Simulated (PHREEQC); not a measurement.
Synthetic water in mmol/kgw, 27 °C, pH 6.26: Na 123; K 0.0142; Ca 6.65; Mg 3.01; Cl 116; S(6) 7.31; Alkalinity (meq/kgw) 7.04; Si 0.104; B 0.0369.

Cl is adjusted to close the charge balance.
Valence states are taken as typed.

All values are PHREEQC results (Pitzer model, pitzer.dat), not measurements.

Task: The ionic strength comes out as 0.159 mol/kgw. What activity coefficients do HCO3-, CO3-2, Mg+2, Ca+2, Na+ get?

Result: HCO3- 0.82, CO3-2 0.25, Mg+2 0.31, Ca+2 0.30, Na+ 0.76. Single-ion values are on the MacInnes scale.

Precipitation was switched off in this run.
